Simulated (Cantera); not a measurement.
Charge: 1 mol FeS, 1.9 mol H2, at 950 K and 0.458 Torr.

Method: chemical equilibrium by Gibbs-energy minimisation in Cantera with the NASA 1993 tables (ideal gas, pure condensed phases). Candidate condensed phases: Fe, FeS, FeS2, S; 8 gas species. FeS: taken at fixed stoichiometry. The numbers say what is thermodynamically allowed, not how fast it happens.

What is the equilibrium state?


```json
{
  "x(H2)": "0.999",
  "x(H2S)": "0.000727",
  "n(Fe(α))": "0.00138 mol",
  "n(FeS(s))": "0.999 mol",
  "gas_amount": "1.900 mol",
  "log10 activity of S(l) (absent)": "-5.74"
}
```
